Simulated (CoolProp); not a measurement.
R152A at 298.15 K and 0.114 MPa flows at 4 m/s in a round tube of 6 mm bore and 45 µm roughness, fully developed (64/Re and Nu = 3.66 if laminar; Colebrook and Gnielinski if turbulent). Each further row changes one setting.

Model: reference Helmholtz-energy equation of state, Outcalt 1996, in CoolProp. It is a modified Benedict-Webb-Rubin equation, recast in Helmholtz form.

```tsv
case	Reynolds number	Darcy friction factor	pressure drop (Pa/m)	heat-transfer coefficient (W/(m² K))	mass flow (kg/h)
as stated	6710	…	178	…	…
velocity 8 m/s	13400	0.0392	…	133	…
diameter 12 mm	13400	…	…	…	5.07
```

Question: Some entries are withheld; supply them.

Answer: 
- as stated, Darcy friction factor: 0.0428
- as stated, heat-transfer coefficient (W/(m² K)): 67.2
- as stated, mass flow (kg/h): 1.27
- velocity 8 m/s, pressure drop (Pa/m): 650
- velocity 8 m/s, mass flow (kg/h): 2.53
- diameter 12 mm, Darcy friction factor: 0.0344
- diameter 12 mm, pressure drop (Pa/m): 71.5
- diameter 12 mm, heat-transfer coefficient (W/(m² K)): 58.0

Viscosity comes from a separate model (Bell 2016), an estimate that may be off by 10 % or more. Thermal conductivity comes from a separate model (Krauss 1996).
